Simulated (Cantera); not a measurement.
## Ignition delay

Mixture: 9.10 % CH4, 0.319 % C2H6, 0.300 % C3H8, 18.9 % O2, 71.2 % N2, 0.137 % H2O, equivalence ratio 1.1, at 2.80 bar, adiabatic and at constant pressure. Ignition delay is the time to a rise of 400 K.

Detailed kinetics in Cantera: GRI-Mech 3.0 (53 species, 325 reactions).

```tsv
T0 (K)	delay (ms)
1250	3.15
1350	0.833
1450	0.258
1550	0.0961
1650	0.0425
1750	0.0220
```

The apparent activation energy between 1550 and 1750 K is 170 kJ/mol.
